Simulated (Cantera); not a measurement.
Standard-state values (1 bar) from the NASA 1993 polynomials, evaluated with Cantera. Values are per mole of reaction as written; species without (g) are pure solids or liquids, kept so even where they would boil at 1 bar.

a) V + O2(g) = VO2(g)
b) 2 H2(g) + O2(g) = 2 H2O(g)
c) Nb + O2(g) = NbO2
d) 2 Ti + O2(g) = 2 TiO(g)
e) 4 Al + O2(g) = 2 Al2O(g)

### Question
Order these by ΔG° at 1100 K, most negative first.

### Answer
c (-596 kJ), e (-471 kJ), b (-374 kJ), a (-262 kJ), d (-101 kJ)
